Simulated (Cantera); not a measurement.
Feed: 1 mol Si, 0.89 mol Cl₂, 1.2 mol H₂, equilibrated at 200 °C and 1.30 mbar.

Equilibrium computed with Cantera from the NASA thermochemical tables; the gas is ideal and each condensed phase is pure. Candidate condensed phases: Si; 19 gas species. Rates play no part.

Base state: H₂ 0.722, SiCl₄ 0.254, SiHCl₃ 0.0241, SiH₂Cl₂ 6.93e-5 (mole fractions); condensed: Si(s).

Problem. What changes in the equilibrium state with this change: Cl₂ from 0.89 to 5.8 mol?

Solution. 
```tsv
species	before	after
Cl₂	<1e-9	0.433
HCl	4.54e-6	0.400
SiCl₄	0.254	0.167
H₂	0.722	<1e-9
SiHCl₃	0.0241	<1e-9
SiH₂Cl₂	6.93e-5	<1e-9
Si(s), mol	0.545	0
```

Problem. What changes in the equilibrium state with this change: pressure from 1.30 mbar to 13.3 mbar?

Solution. 
```
species      before     after
----------  -------  --------
H₂            0.722     0.716
SiCl₄         0.254     0.242
SiHCl₃       0.0241    0.0415
SiH₂Cl₂     6.93e-5  0.000215
Si(s), mol    0.545     0.538
```
